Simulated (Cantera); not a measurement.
A perfectly stirred reactor is fed with 8.20 % CH4, 18.9 % O2, 70.8 % N2, 2.05 % H2O, equivalence ratio 0.87, at 1000000 Pa; it is adiabatic with a 700 K inlet, and is followed from long to short residence time, starting on the burning branch (τ in s: 0.49, 0.2, 0.086, 0.036, 0.015, 0.0064, 0.0027, 0.0011, 0.00047, 0.0002, 8.3e-05, 3.5e-05).

Model: GRI-Mech 3.0 (53 species, 325 reactions), integrated in Cantera.

One state of this run: T (K) = 2314; x CH4 = 5.22e-5; x O2 = 0.0274; x H2O = 0.179; x C2H = 4.43e-10; x O = 0.000564. x: mole fraction; the columns are a selection and need not sum to one.

Q: Which value of τ (s) does it belong to?
(A) 0.00020
(B) 0.00047
(C) 8.3e-5
(D) 0.036

A: B, 0.00047
